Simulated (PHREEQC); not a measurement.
Consider water at 20 °C with 0.0069 mol/kgw ZnCl2, 0.00013 mol/kgw NaCl and 0.00054 mol/kgw FeSO4. Closed to the air; pH follows from the charge balance.

The numbers come from PHREEQC with the ion-association model, phreeqc.dat.

No solid was allowed to form.

**Question.** Estimate the pH, specific conductance.

**Answer.** pH 5.69; specific conductance 1450 µS/cm.

**Question.** In which forms is Fe present?

**Answer.** Fe+2 97 %, FeSO4 1.9 %, FeCl+ 1.1 % of the Fe.

Species that the database lacks are ignored.
